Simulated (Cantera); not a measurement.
**Hydrocarbon pyrolysis for carbon deposition**

A perfectly stirred reactor is fed with 0.662 % C₂H₆, 99.3 % N₂, at 0.0210 bar; it is held at 1500 K, and followed from long to short residence time.

Model: GRI-Mech 3.0 (53 species, 325 reactions), integrated in Cantera. GRI-Mech 3.0 stops at C3 and has no aromatics, soot or wall deposition, so with more carbon than oxygen in the feed, carbon stays in small species such as C2H2 where larger ones or solid carbon would form. Radical loss at walls, strong at low pressure, is not modelled.

| τ (s) | x C₂H₆ | x H₂ | x C₂H | x HCN | x C₂H₄ |
|---|---|---|---|---|---|
| 3.6 | 9.70e-6 | 0.0121 | 7.94e-8 | 2.80e-5 | 5.20e-5 |
| 1.2 | 2.60e-5 | 0.0116 | 9.21e-8 | 1.90e-5 | 0.000130 |
| 0.39 | 7.16e-5 | 0.0109 | 1.04e-7 | 1.21e-5 | 0.000325 |
| 0.13 | 0.000193 | 0.00978 | 1.13e-7 | 7.46e-6 | 0.000756 |
| 0.041 | 0.000543 | 0.00793 | 1.08e-7 | 4.30e-6 | 0.00159 |
| 0.013 | 0.00147 | 0.00537 | 7.52e-8 | 2.29e-6 | 0.00245 |
| 0.0043 | 0.00330 | 0.00266 | 2.79e-8 | 9.89e-7 | 0.00209 |
| 0.0014 | 0.00540 | 0.000675 | 2.87e-9 | 2.16e-7 | 0.000680 |
| 0.00046 | 0.00635 | 5.49e-5 | 7.38e-12 | 5.31e-9 | 6.23e-5 |
x: mole fraction; the columns are a selection and need not sum to one.
